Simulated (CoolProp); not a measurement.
The fluid at 293.15 K and 0.236 MPa expands adiabatically to 0.0176 MPa with isentropic efficiency 1. The same conditions are run with several fluids, on thermodynamics alone (safety and materials aside).

The numbers come from the reference Helmholtz-energy equation of state of each fluid (isobutane: Bücker 2006; carbon monoxide: Lemmon 2006; fluoroethane (R161): Wu 2012; oxygen: Schmidt 1985) in CoolProp.

| fluid | work (kJ/kg) | final temperature (K) | final phase | final density (kg/m³) |
|---|---|---|---|---|
| isobutane | 92.9 | ? | gas | ? |
| carbon monoxide | ? | 139.5 | gas | ? |
| fluoroethane (R161) | 106 | 203.4 | two-phase, vapour fraction 0.972 | 0.519 |
| oxygen | ? | 139.7 | gas | 0.486 |

**Question.** Complete the blanks.

**Answer.** 
- isobutane, final temperature (K): 225.3
- isobutane, final density (kg/m³): 0.552
- carbon monoxide, work (kJ/kg): 159
- carbon monoxide, final density (kg/m³): 0.426
- oxygen, work (kJ/kg): 139
